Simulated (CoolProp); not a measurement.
A closed Brayton cycle with nitrogen: compressor inlet 317.15 K and 1.1 MPa, high pressure 2.82 MPa, turbine inlet 950 K, compressor efficiency 0.85, turbine efficiency 0.85, recuperator effectiveness 0 (on enthalpy, no pinch check). Each further row changes one setting.

Model: reference Helmholtz-energy equation of state, Span 2000, in CoolProp.

| case | thermal efficiency (%) | net work (kJ/kg) | compressor to turbine work | compressor exit (K) | turbine exit (K) |
|---|---|---|---|---|---|
| as stated | 14.2 | 81.3 | 0.60 | 432.4 | 773.9 |
| turbine inlet 900 K | 13.7 | 70.5 | 0.63 | 432.4 | 731.8 |
| compressor inlet 327.15 K | 13.9 | 77.5 | 0.62 | 446.0 | 773.9 |
| high pressure 2.4 MPa | 12.3 | 73.2 | 0.57 | 410.5 | 801.5 |
| recuperator effectiveness 0.5 | 21.0 | 81.3 | 0.60 | 432.4 | 773.9 |
